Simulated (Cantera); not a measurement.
Source: NASA polynomial tables (part measured, part estimated), evaluated in Cantera. Values are per mole of reaction as written; species without (g) are pure solids or liquids, kept so even where they would boil at 1 bar. The tables' values for SiF₂ are old estimates.

2 SiF₂(g) = SiF₄(g) + Si(g)

| T (K) | ΔH° (kJ) | ΔS° (J/K) | ΔG° (kJ) | log10 K |
|---|---|---|---|---|
| 2250 | [?] | [?] | [?] | [?] |
| 2300 | 33.7 | -41.2 | 128.4 | -2.92 |
| 2350 | [?] | [?] | [?] | [?] |
| 2400 | [?] | [?] | [?] | [?] |
| 2450 | 35.7 | -40.3 | 134.5 | -2.87 |

### Question
Some entries are withheld; supply them.

### Answer

- 2250, ΔH° (kJ): 33.0
- 2250, ΔS° (J/K): -41.5
- 2250, ΔG° (kJ): 126.4
- 2250, log10 K: -2.93
- 2350, ΔH° (kJ): 34.4
- 2350, ΔS° (J/K): -40.9
- 2350, ΔG° (kJ): 130.5
- 2350, log10 K: -2.90
- 2400, ΔH° (kJ): 35.1
- 2400, ΔS° (J/K): -40.6
- 2400, ΔG° (kJ): 132.5
- 2400, log10 K: -2.88
